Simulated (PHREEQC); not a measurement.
Solution (25 °C): 3.9 mmol/kgw NaH2PO4, 98 mmol/kgw Na2SO4 and 130 mmol/kgw NaCl. Closed to the air; pH follows from the charge balance.

Computed with PHREEQC (ion-association model, wateq4f.dat).

| Item | Result |
|---|---|
| pH | 4.85 |
| ionic strength | 0.377 mol/kgw |
| activity of water | 0.991 |

| species | molality | activity | log γ |
|---|---|---|---|
| Na+ | 0.304 | 0.218 | -0.145 |
| Cl- | 0.130 | 0.0863 | -0.178 |
| SO4-2 | 0.0723 | 0.0166 | -0.639 |
| NaSO4- | 0.0256 | 0.0181 | -0.150 |
| H2PO4- | 0.00384 | 0.00272 | -0.150 |
| HPO4-2 | 4.99e-5 | 1.19e-5 | -0.624 |
| HSO4- | 3.35e-5 | 2.30e-5 | -0.164 |
| H+ | 1.83e-5 | 1.42e-5 | -0.111 |
| NaHPO4- | 7.13e-6 | 5.05e-6 | -0.150 |
| H3PO4 | 5.21e-6 | 5.68e-6 | 0.038 |
| OH- | 1.07e-9 | 6.98e-10 | -0.184 |

No solid was allowed to form. H3PO4, which wateq4f.dat lacks, is added to it with the constant of phreeqc.dat.
